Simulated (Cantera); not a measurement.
Charge: 1 mol Si3N4, 3.8 mol HCl, a varied amount of H2, at 0.930 bar.

These are equilibrium values from Cantera (NASA tables, ideal gas, pure condensed phases), not measurements of a reactor. Candidate condensed phases: NH4Cl, Si, Si3N4; 28 gas species. Mutual solubility and eutectic melting of coexisting phases are not modelled. The tables' values for SiCl3 are old estimates. Kinetics and transport are ignored.

Task: What condenses at these points (T in K, n(H2) in mol): (1923, 24); (923, 15); (1923, 51); (1023, 7); (723, 24); (1123, 40)?

Result: 
| T (K) | n(H2) in mol | condensed phases | Si condensed (%) |
|---|---|---|---|
| 1923 | 24 | Si + Si3N4 | 77.8 |
| 923 | 15 | Si3N4 | 93.2 |
| 1923 | 51 | Si | 85.0 |
| 1023 | 7 | Si3N4 | 90.1 |
| 723 | 24 | Si3N4 | 92.7 |
| 1123 | 40 | Si3N4 | 98.1 |
